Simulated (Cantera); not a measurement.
Charge: 1 mol Cu2O, 0.47 mol CH4, 0.79 mol N2, held at 21.0 Pa.

Method: chemical equilibrium by Gibbs-energy minimisation in Cantera with the NASA 1993 tables (ideal gas, pure condensed phases). Candidate condensed phases: C, C6H6, C7H8, C8H18, Cu, CuO, Cu(OH)2, Cu2O, H2O; 139 gas species. Kinetics and transport are ignored. All values below are at 1002 °C.

Base state: N2 0.359, H2 0.250, H2O 0.177, CO 0.150, CO2 0.0638, Cu 0.000412, H 2.54e-5 (mole fractions); condensed: Cu(s).

Task: What changes in the equilibrium state with this change: Cu2O replaced by PbO?

Result: 
| species | before | after |
|---|---|---|
| Pb | 0 | 0.312 |
| N2 | 0.359 | 0.247 |
| H2 | 0.250 | 0.172 |
| CO2 | 0.0638 | 0.0439 |
| H2O | 0.177 | 0.122 |
| CO | 0.150 | 0.103 |
| Cu | 0.000412 | 0 |
| PbO | 0 | 1.47e-5 |
| H | 2.54e-5 | 2.11e-5 |
| Cu(s), mol | 2.00 | 0 |
Further candidate phases: Pb, PbO, PbO2, Pb3O4.
